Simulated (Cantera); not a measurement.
**Thermodynamics of fluorocarbon and chlorocarbon gases, feed CF₄ + F₂**

Input: 1 mol CF₄, 0.19 mol F₂, at 1.00e-5 bar.

These are equilibrium values from Cantera (NASA tables, ideal gas, pure condensed phases), not measurements of a reactor. Candidate condensed phases: C; 13 gas species. Gases not in the tables: C₂F₆ and larger saturated fluorocarbons. Kinetics and transport are ignored.

```
T (°C)    x F     x CF₄     x CF₂       x C      x C₃      x CF  n C(graphite)
------  -----  --------  --------  --------  --------  --------  -------------
727     0.275     0.725    <1e-12    <1e-12    <1e-12    <1e-12              0
877     0.275     0.725    <1e-12    <1e-12    <1e-12    <1e-12              0
1027    0.275     0.725  2.04e-10    <1e-12    <1e-12    <1e-12              0
1177    0.275     0.725   1.27e-6    <1e-12    <1e-12  1.64e-12              0
1327    0.278     0.721   0.00150    <1e-12    <1e-12   1.11e-7              0
1477    0.451     0.426     0.120   2.00e-9  7.22e-11  0.000158              0
1627    0.806    0.0143     0.176   3.15e-7   2.07e-7   0.00222          0.304
1777    0.948   7.72e-5    0.0464   8.71e-6   9.21e-6   0.00560          0.782
1927    0.977   5.44e-7    0.0117  0.000153  0.000242    0.0111          0.897
2077    0.971   6.35e-9   0.00327   0.00185   0.00413    0.0194          0.835
2227    0.899  9.44e-11  0.000918    0.0166    0.0497    0.0293         0.0294
2377    0.881  1.22e-12  0.000145    0.0516    0.0391    0.0197              0
2527    0.847    <1e-12   2.18e-5     0.115    0.0169    0.0110              0
```
x: gas mole fraction; n: condensed amount in mol.

From 727 °C to 1477 °C nothing is condensed. From 1627 °C to 2227 °C the condensed part is C(graphite). From 2377 °C to 2527 °C nothing is condensed. The main C-bearing gas is CF₄ at 727 °C and C at 2527 °C.
